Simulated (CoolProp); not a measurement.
Vapour-liquid equilibrium of propylene (1) + R115 (2) at 326.8 K; x and y are mole fractions of (1).

The numbers come from the multi-fluid Helmholtz-energy mixture model, Lemmon 2013 and Lemmon 2016; pair parameters Bell 2016 in CoolProp.

**Question.** Give the bubble pressure and the first vapour's composition at x = 0.2, 0.5, 0.8. Is there an azeotrope?

**Answer.** x = 0.2: 2.087 MPa, y = 0.257; x = 0.5: 2.364 MPa, y = 0.537; x = 0.8: 2.395 MPa, y = 0.782. y crosses x between x = 0.65 and 0.8: the model has an azeotrope there.

The pair parameters rest on a limited set of measurements; away from them the model extrapolates.
